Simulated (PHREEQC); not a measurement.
Leach liquor (model solution)

A solution holds 11 mmol/kgw HCl, 1.6 mmol/kgw FeSO4 and 0.18 mmol/kgw MnSO4, at 20 °C. It is in equilibrium with CO2 at log p = -3.5 (atm). Otherwise closed; pH follows from the charge balance.

The numbers come from PHREEQC with the Pitzer model, pitzer.dat.

Each row changes one thing in this solution. This is a speciation only: nothing precipitates in the calculation.

```json
[
 {"case": "as made", "pH": "2.04", "ionic strength (mol/kgw)": "0.0170", "SO4-2 (mol/kgw)": "0.00122", "HSO4- (mol/kgw)": "0.000564", "HCO3- (mol/kgw)": "6.59e-10"},
 {"case": "HCl from 0.011 to 0.0011 mol/kgw", "pH": "3.04", "ionic strength (mol/kgw)": "0.00804", "SO4-2 (mol/kgw)": "0.00169", "HSO4- (mol/kgw)": "8.97e-5", "HCO3- (mol/kgw)": "6.34e-9"},
 {"case": "FeSO4 from 0.0016 to 0.0008 mol/kgw", "pH": "2.02", "ionic strength (mol/kgw)": "0.0143", "SO4-2 (mol/kgw)": "0.000652", "HSO4- (mol/kgw)": "0.000328", "HCO3- (mol/kgw)": "6.31e-10"},
 {"case": "HCl from 0.011 to 0.0099 mol/kgw", "pH": "2.08", "ionic strength (mol/kgw)": "0.0160", "SO4-2 (mol/kgw)": "0.00125", "HSO4- (mol/kgw)": "0.000529", "HCO3- (mol/kgw)": "7.29e-10"},
 {"case": "temperature from 20 to 70 °C", "pH": "2.06", "ionic strength (mol/kgw)": "0.0158", "SO4-2 (mol/kgw)": "0.000630", "HSO4- (mol/kgw)": "0.00115", "HCO3- (mol/kgw)": "3.06e-10"},
 {"case": "FeSO4 from 0.0016 to 0.008 mol/kgw", "pH": "2.11", "ionic strength (mol/kgw)": "?", "SO4-2 (mol/kgw)": "0.00634", "HSO4- (mol/kgw)": "0.00184", "HCO3- (mol/kgw)": "?"},
 {"case": "FeSO4 from 0.0016 to 0.0032 mol/kgw", "pH": "2.06", "ionic strength (mol/kgw)": "0.0226", "SO4-2 (mol/kgw)": "?", "HSO4- (mol/kgw)": "0.000967", "HCO3- (mol/kgw)": "7.12e-10"},
 {"case": "HCl from 0.011 to 0.0121 mol/kgw", "pH": "1.99", "ionic strength (mol/kgw)": "?", "SO4-2 (mol/kgw)": "0.00118", "HSO4- (mol/kgw)": "0.000596", "HCO3- (mol/kgw)": "6.02e-10"}
]
```

Task: Fill in the missing entries.

Result: 
- FeSO4 from 0.0016 to 0.008 mol/kgw, ionic strength (mol/kgw): 0.0400
- FeSO4 from 0.0016 to 0.008 mol/kgw, HCO3- (mol/kgw): 8.51e-10
- FeSO4 from 0.0016 to 0.0032 mol/kgw, SO4-2 (mol/kgw): 0.00241
- HCl from 0.011 to 0.0121 mol/kgw, ionic strength (mol/kgw): 0.0180

At this temperature some constants are extrapolated from 25 °C, and those without enthalpy data are left unchanged.
